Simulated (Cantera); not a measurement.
A closed system holds: 1 mol trisilylamine, 0.3 mol N2, at 1423.15 K.

Cantera equilibrium calculation (NASA polynomials, part measured and part estimated; ideal gas, pure solids and liquids). Candidate condensed phases: Si, Si3N4; 18 gas species. The feed counts by its element totals alone. Mutual solubility and eutectic melting of coexisting phases are not modelled. Equilibrium is a limit: real reactors are often held back by kinetics, nucleation or transport.

x: gas mole fraction; n: condensed amount in mol.

```json
[
 {"P (Pa)": "5", "x H2": "0.848", "x N2": "0.151", "x H": "0.000867", "x Si": "3.07e-5", "n Si(s)": "3.00", "n Si3N4(s)": "0"},
 {"P (Pa)": "21", "x H2": "0.954", "x N2": "0.0457", "x H": "0.000449", "x Si": "7.30e-6", "n Si(s)": "2.12", "n Si3N4(s)": "0.292"},
 {"P (Pa)": "85", "x H2": "0.988", "x N2": "0.0113", "x H": "0.000227", "x Si": "1.80e-6", "n Si(s)": "1.88", "n Si3N4(s)": "0.374"},
 {"P (Pa)": "350", "x H2": "0.997", "x N2": "[?]", "x H": "[?]", "x Si": "[?]", "n Si(s)": "1.82", "n Si3N4(s)": "0.394"},
 {"P (Pa)": "1400", "x H2": "0.999", "x N2": "[?]", "x H": "[?]", "x Si": "[?]", "n Si(s)": "1.80", "n Si3N4(s)": "0.398"},
 {"P (Pa)": "5900", "x H2": "1.000", "x N2": "0.000163", "x H": "2.74e-5", "x Si": "2.60e-8", "n Si(s)": "1.80", "n Si3N4(s)": "0.400"},
 {"P (Pa)": "24000", "x H2": "1.000", "x N2": "4.00e-5", "x H": "1.36e-5", "x Si": "6.39e-9", "n Si(s)": "1.80", "n Si3N4(s)": "0.400"},
 {"P (Pa)": "100000", "x H2": "1.000", "x N2": "9.61e-6", "x H": "6.66e-6", "x Si": "1.53e-9", "n Si(s)": "1.80", "n Si3N4(s)": "0.400"}
]
```

Question: Complete the blanks.

Answer: 
- 350, x N2: 0.00275
- 350, x H: 0.000112
- 350, x Si: 4.38e-7
- 1400, x N2: 0.000686
- 1400, x H: 5.62e-5
- 1400, x Si: 1.10e-7
